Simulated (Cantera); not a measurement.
Feed: 1 mol Si2H6, 0.4 mol CO2, 34 mol N2, held at 2100 K and 38.0 Pa.

Method: chemical equilibrium by Gibbs-energy minimisation in Cantera with the NASA 1993 tables (ideal gas, pure condensed phases). Candidate condensed phases: C, C6H6, C7H8, C8H18, H2O, Si, SiC, SiO2, Si2N2O, Si3N4; 151 gas species. The feed counts by its element totals alone. The tables' values for SiN are old estimates; treat these amounts as uncertain. Rates play no part.

Base state: N2 0.847, H2 0.0558, Si 0.0393, H 0.0377, SiO 0.0101, CO 0.00984, SiN 0.000146, SiH 9.80e-5 (mole fractions); condensed: gas only.

Task: What changes in the equilibrium state with this change: Si2H6 replaced by HMDSO?

Result: 
```tsv
species	before	after
N2	0.847	0.708
H2	0.0558	0.153
H	0.0377	0.0626
CO	0.00984	0.0373
SiO	0.0101	0.000433
Si	0.0393	0.0274
C2H2 (acetylene)	2.13e-8	0.000221
SiC2	6.68e-7	0.00176
HCN	7.57e-5	0.00706
HNC	5.11e-6	0.000477
CN	1.50e-6	8.44e-5
C(graphite), mol	0	3.55
SiC(s), mol	0	0.468
```
